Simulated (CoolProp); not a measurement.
R142b along the isobar 101 kPa: density (kg/m³) from the reference equation and from simpler models built on Tc = 410.3 K, pc = 4055 kPa, ω = 0.232; each cubic takes its own stable root.

The numbers come from the reference Helmholtz-energy equation of state, Lemmon 2006 in CoolProp. It is a short technical equation, of lower accuracy than the large ones.

| T (K) | phase | reference |
|---|---|---|
| 217.1 | liquid | 1295 |
| 241.5 | liquid | 1243 |
| 265.9 | gas | 4.782 |
| 290.2 | gas | 4.330 |
| 314.6 | gas | 3.964 |
| 338.9 | gas | 3.662 |
| 363.3 | gas | 3.404 |
| 387.7 | gas | 3.182 |

Question: How far does each simpler model (van der Waals, Redlich-Kwong, Soave-Redlich-Kwong, Peng-Robinson) lie from the reference over these 8 states: mean and median of the absolute difference, and the worst?

Answer: 
- van der Waals: mean 25.5 %, median 1.0 %, worst -99.6 % at 241.5 K and 101 kPa
- Redlich-Kwong: mean 3.3 %, median 0.5 %, worst -12.0 % at 241.5 K and 101 kPa
- Soave-Redlich-Kwong: mean 2.7 %, median 0.3 %, worst -10.0 % at 217.1 K and 101 kPa
- Peng-Robinson: mean 0.5 %, median 0.2 %, worst +1.9 % at 241.5 K and 101 kPa

At some of these states van der Waals gives the other phase, because its saturation line lies elsewhere.
